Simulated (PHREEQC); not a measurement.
**Metal-bearing waste water (model solution)**

Make-up at 25 °C: 0.0021 mol/kgw FeCl3, 0.077 mol/kgw NaH2PO4 and 0.036 mol/kgw NaCl. Closed to the air; pH follows from the charge balance.

Computed with PHREEQC (ion-association model, wateq4f.dat).

Each row changes one thing in this solution. Precipitation was switched off in this run.

| case | pH | ionic strength (mol/kgw) | H2PO4- (mol/kgw) | H3PO4 (mol/kgw) | HPO4-2 (mol/kgw) | Fe(OH)2+ (mol/kgw) | SI of Fe(OH)3(a) (Fe(OH)3) | SI of Halite (NaCl) |
|---|---|---|---|---|---|---|---|---|
| as made | 4.36 | 0.119 | 0.0744 | 0.000358 | 0.000234 | 6.88e-5 | +0.87 | -4.14 |
| 0.0056 mol/kgw H2SO4 added | 2.89 | 0.124 | 0.0655 | 0.00937 | 6.98e-6 | 9.10e-8 | -3.48 | -4.15 |
| FeCl3 replaced by Fe2(SO4)3 at the same molality | 4.30 | 0.130 | 0.0723 | 0.000397 | 0.000202 | 0.000106 | [?] | -4.22 |
| NaCl from 0.036 to 0.36 mol/kgw | 4.28 | 0.444 | 0.0743 | 0.000359 | 0.000276 | 3.82e-5 | +0.48 | -2.71 |
| NaH2PO4 from 0.077 to 0.77 mol/kgw | 4.22 | 0.814 | 0.760 | 0.00370 | 0.00289 | 2.55e-6 | -0.78 | [?] |
| NaCl left out | 4.38 | 0.0834 | 0.0744 | 0.000360 | 0.000221 | 7.72e-5 | +0.95 | -5.11 |

Task: Complete the blanks.

Result: 
- FeCl3 replaced by Fe2(SO4)3 at the same molality, SI of Fe(OH)3(a) (Fe(OH)3): +1.00
- NaH2PO4 from 0.077 to 0.77 mol/kgw, SI of Halite (NaCl): -3.41

The ionic strength passes 0.7 mol/kgw, the rough limit of the ion-association models, in NaH2PO4 from 0.077 to 0.77 mol/kgw. Species that the database lacks are ignored. Some of these states are supersaturated (in Strengite, Fe(OH)3(a), Hematite (slow to form), for instance). H3PO4, which wateq4f.dat lacks, is added to it with the constant of phreeqc.dat.
